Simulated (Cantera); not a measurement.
An isothermal, constant-pressure homogeneous reactor starts with NH₃ : H₂ = 0.39 : 0.97 (molar parts), at 1673 K and 6700 Pa.

Detailed kinetics in Cantera: the gas-phase N/H chemistry of the illustrative SiF4/NH3 mechanism in the Surface Chemkin manual (1991). Walls and surfaces, which speed up NH3 decomposition in real reactors, are not modelled.

x: mole fraction; the columns are a selection and need not sum to one.

```
t (s)      x NH₃   x H₂      x N₂    x N₂H₂       x NH₂    x N₂H₄
--------  ------  -----  --------  --------  ----------  --------
2.00e-5    0.287  0.713    <1e-12    <1e-12  (withheld)    <1e-12
0.000138   0.287  0.713    <1e-12  1.21e-12  (withheld)    <1e-12
0.000946   0.287  0.713  3.36e-10  1.30e-10  (withheld)  5.39e-12
0.00650    0.287  0.713   1.95e-7   7.79e-9  (withheld)  2.61e-10
0.0447     0.286  0.713   7.00e-5   2.63e-7     9.17e-5   6.39e-9
0.308      0.283  0.715   0.00130   3.18e-7     9.96e-5   7.54e-9
2.11       0.263  0.728   0.00934   2.86e-7     9.46e-5   6.80e-9
14.5       0.164  0.788    0.0475   1.50e-7  (withheld)   3.56e-9
100       0.0208  0.876     0.103   8.76e-9  (withheld)  1.79e-10
```

### Question
Fill in the missing entries.

### Answer

- 2.00e-5, x NH₂: 5.71e-8
- 0.000138, x NH₂: 3.93e-7
- 0.000946, x NH₂: 2.71e-6
- 0.00650, x NH₂: 1.85e-5
- 14.5, x NH₂: 6.85e-5
- 100, x NH₂: 1.54e-5
